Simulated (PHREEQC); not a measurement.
Solution (25 °C): 1.6 mmol/kgw ZnSO4, 0.00086 mmol/kgw KCl and 0.064 mmol/kgw HCl. Closed to the air; pH follows from the charge balance.

All values are PHREEQC results (ion-association model, phreeqc.dat), not measurements.

This is a speciation only: nothing precipitates in the calculation.

Question: Order these Zn species by the share of Zn that they hold, largest first: ZnSO4, Zn+2, Zn(SO4)2-2.

Answer: Zn+2 (85 %), ZnSO4 (15 %), Zn(SO4)2-2 (0.16 %)

The pH is 4.26 and the ionic strength 0.00551 mol/kgw.
